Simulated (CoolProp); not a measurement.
Model: reference Helmholtz-energy equation of state, Lemmon 2022, in CoolProp.

For R1234yf, give the phase and the Z, Joule-Thomson coefficient (K/MPa), isothermal compressibility (1/MPa) at 192.9 K and 0.0494 MPa; 148.4 K and 0.424 MPa; 265.2 K and 6.04 MPa.


- 192.9 K and 0.0494 MPa: liquid; Z 0.00251, Joule-Thomson coefficient -0.415, isothermal compressibility 0.00124
- 148.4 K and 0.424 MPa: liquid; Z 0.0260, Joule-Thomson coefficient -0.455, isothermal compressibility 0.000760
- 265.2 K and 6.04 MPa: liquid; Z 0.255, Joule-Thomson coefficient -0.264, isothermal compressibility 0.00287
